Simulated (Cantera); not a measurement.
Feed: 1 mol SiH4, 4.5 mol CO2, at 2073 K.

These are equilibrium values from Cantera (NASA tables, ideal gas, pure condensed phases), not measurements of a reactor. Candidate condensed phases: C, C6H6, C7H8, C8H18, H2O, Si, SiC, SiO2; 123 gas species. The tables hold silica as quartz up to 1696 K and as liquid above; real silica turns to tridymite and cristobalite and melts near 1996 K. Gases not in the tables: Si(OH)4. The numbers say what is thermodynamically allowed, not how fast it happens.

**Question.** Which condensed phases are stable at each of these points (P (Pa)): 5, 15, 45, 140, 410, 1200, 3700, 11000, 33000, 100000?

**Answer.** 
```json
[
 {"P (Pa)": "5", "condensed phases": "gas only", "Si condensed (%)": "0.0"},
 {"P (Pa)": "15", "condensed phases": "gas only", "Si condensed (%)": "0.0"},
 {"P (Pa)": "45", "condensed phases": "gas only", "Si condensed (%)": "0.0"},
 {"P (Pa)": "140", "condensed phases": "SiO2(l)", "Si condensed (%)": "55.6"},
 {"P (Pa)": "410", "condensed phases": "SiO2(l)", "Si condensed (%)": "82.6"},
 {"P (Pa)": "1200", "condensed phases": "SiO2(l)", "Si condensed (%)": "93.7"},
 {"P (Pa)": "3700", "condensed phases": "SiO2(l)", "Si condensed (%)": "97.9"},
 {"P (Pa)": "11000", "condensed phases": "SiO2(l)", "Si condensed (%)": "99.3"},
 {"P (Pa)": "33000", "condensed phases": "SiO2(l)", "Si condensed (%)": "99.8"},
 {"P (Pa)": "100000", "condensed phases": "SiO2(l)", "Si condensed (%)": "99.9"}
]
```

From 5.00e-5 bar to 0.000450 bar nothing is condensed. From 0.00140 bar to 1.00 bar the condensed part is SiO2(l).
